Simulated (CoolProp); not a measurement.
Vapour-liquid equilibrium of benzene (1) + toluene (2) at 0.689 MPa; x and y are mole fractions of (1).

Values from CoolProp's multi-fluid Helmholtz-energy mixture model, Thol 2012 and Lemmon 2006; pair parameters Bell 2016.

| x | bubble temperature, mixture model (K) | bubble temperature, Raoult's law (K) | y, mixture model | y, Raoult's law |
|---|---|---|---|---|
| 0.05 | 466.1 | 465.9 | 0.083 | 0.093 |
| 0.125 | 462.7 | 462.3 | 0.198 | 0.218 |
| 0.2 | [?] | 458.9 | 0.303 | 0.329 |
| 0.275 | 456.3 | 455.7 | 0.400 | 0.428 |
| 0.35 | 453.3 | 452.6 | 0.488 | 0.517 |
| 0.425 | 450.4 | 449.7 | 0.569 | 0.596 |
| 0.5 | [?] | 447.0 | [?] | 0.668 |
| 0.575 | 444.9 | 444.4 | 0.710 | 0.732 |
| 0.65 | [?] | 441.9 | 0.772 | 0.790 |
| 0.725 | 439.9 | 439.5 | 0.829 | 0.843 |
| 0.8 | 437.5 | 437.2 | 0.881 | 0.891 |
| 0.875 | 435.2 | 435.0 | [?] | 0.935 |
| 0.95 | 433.0 | 432.9 | 0.973 | 0.975 |

### Question
What belongs in the gaps?

### Answer

- 0.2, bubble temperature, mixture model (K): 459.5
- 0.5, bubble temperature, mixture model (K): 447.6
- 0.5, y, mixture model: 0.643
- 0.65, bubble temperature, mixture model (K): 442.4
- 0.875, y, mixture model: 0.929

The largest gap from Raoult's law is +0.7 K in bubble temperature, at x = 0.35. No azeotrope shows between x = 0.05 and 0.95.

The pair parameters rest on a limited set of measurements; away from them the model extrapolates.
